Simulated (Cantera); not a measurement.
Feed: 1 mol NF₃, 0.22 mol SO₂, 3.5 mol H₂O, at 75.0 Torr.

Cantera equilibrium calculation (NASA polynomials, part measured and part estimated; ideal gas, pure solids and liquids). Candidate condensed phases: H₂O, H₂SO₄, S; 62 gas species. The numbers say what is thermodynamically allowed, not how fast it happens.

Task: At 798 K, list the 7 most abundant gas species with their mole fractions, and the condensed phases.

Result: HF 0.470, H₂O 0.313, O₂ 0.104, N₂ 0.0783, SO₃ 0.0270, SO₂ 0.00739, H₂SO₄ 5.83e-5. Condensed: gas only.
